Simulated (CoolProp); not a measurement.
Vapour-liquid equilibrium of R1234ze(E) (1) + n-pentane (2) at 280.9 K; x and y are mole fractions of (1).

Computed with CoolProp (multi-fluid Helmholtz-energy mixture model, Thol 2016 and Thol 2019; pair parameters Bell 2016).

Task: Give the bubble pressure and the first vapour's composition at x = 0.05, 0.5, 0.65. Is there an azeotrope?

Result: x = 0.05: 0.06930 MPa, y = 0.519; x = 0.5: 0.2224 MPa, y = 0.889; x = 0.65: 0.2407 MPa, y = 0.909. No azeotrope shows between x = 0.05 and 0.95.

Pair parameters are fitted to limited data, so mixtures are less certain than the pure fluids. With so large a gap from Raoult's law the liquid may split in two, which this calculation doesn't test in full.
